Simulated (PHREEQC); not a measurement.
Solution (25 °C): 0.0031 mol/kgw HF, 0.0018 mol/kgw Na3PO4 and 0.00014 mol/kgw HNO3. Closed to the air; pH follows from the charge balance.

The numbers come from PHREEQC with the ion-association model, wateq4f.dat.

This is a speciation only: nothing precipitates in the calculation.

Question: Order these P species by the share of P that they hold, largest first: HPO4-2, NaHPO4-, H2PO4-.

Answer: H2PO4- (80 %), HPO4-2 (20 %), NaHPO4- (0.15 %)

The pH is 6.50 and the ionic strength 0.00575 mol/kgw. Species that the database lacks are ignored. H3PO4, which wateq4f.dat lacks, is added to it with the constant of phreeqc.dat.
